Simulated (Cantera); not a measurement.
## Equilibrium for oxide etching and cleaning by halides: CaO + HBr + O2

Feed: 1 mol CaO, a varied amount of HBr, 3.8 mol O2, held at 15.8 Torr.

Method: chemical equilibrium by Gibbs-energy minimisation in Cantera with the NASA 1993 tables (ideal gas, pure condensed phases). Candidate condensed phases: Br2, Ca, CaBr2, CaO, Ca(OH)2, H2O; 19 gas species. Mutual solubility and eutectic melting of coexisting phases are not modelled. Equilibrium is a limit: real reactors are often held back by kinetics, nucleation or transport.

Stable condensed phases:

```
T in K \ n(HBr) in mol
         5.2   8  11  14  17  19  22  25
   1423    A   A   A   B   B   B   B   B
   1373    A   A   A   A   B   B   B   B
   1323    A   A   C   D   D   D   D   D
   1273    A   C   D   D   D   D   D   D
   1223    C   D   D   D   D   D   D   D
   1173    C   D   D   D   D   D   D   D
   1123    D   D   D   D   D   D   D   D
   1073    D   D   D   D   D   D   D   D
   1023    D   D   D   D   D   D   D   D
    973    D   D   D   D   D   D   D   D
    923    D   D   D   D   D   D   D   D
    873    D   D   D   D   D   D   D   D
    823    D   D   D   D   D   D   D   D
```

A: CaO; B: gas only; C: CaBr2 + CaO; D: CaBr2.
